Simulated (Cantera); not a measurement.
A jet of H2 : O2 : N2 = 0.016 : 0.058 : 0.79 (molar parts), equivalence ratio 0.14 at 300 K and 4900 Pa hits a platinum plate 4.1 cm away at a mass flux of 0.035 kg/m²/s; the plate temperature is set and raised in steps from an oxygen-covered start.

Detailed kinetics in Cantera: Deutschmann's 1995 Pt surface mechanism with GRI-Mech 3.0 gas chemistry. Catalytic surfaces can have several steady states; this one follows from the mechanism file's or the stated starting coverage.

x: mole fraction at the wall; θ: surface coverage.

```
plate T (K)  wall x H2  wall x O2  wall x H2O  wall x OH  θ free Pt   θ O*    θ OH*
-----------  ---------  ---------  ----------  ---------  ---------  -----  -------
600            0.00214     0.0497      0.0316      <1e-8     0.0706  0.925  0.00439
650            0.00212     0.0497      0.0314      <1e-8     0.0747  0.922  0.00295
700            0.00200     0.0496      0.0315      <1e-8        ___  0.915      ___
750                ___     0.0493      0.0319      <1e-8        ___  0.891      ___
800            0.00125     0.0489      0.0325      <1e-8      0.151  0.848  0.00154
850           0.000940     0.0487      0.0330    1.38e-8      0.210  0.789  0.00137
900           0.000745     0.0485      0.0332    4.28e-8      0.278  0.721  0.00120
```

Task: Some entries are withheld; supply them.

Result: 
- 700, θ free Pt: 0.0833
- 700, θ OH*: 0.00215
- 750, wall x H2: 0.00165
- 750, θ free Pt: 0.107
- 750, θ OH*: 0.00175
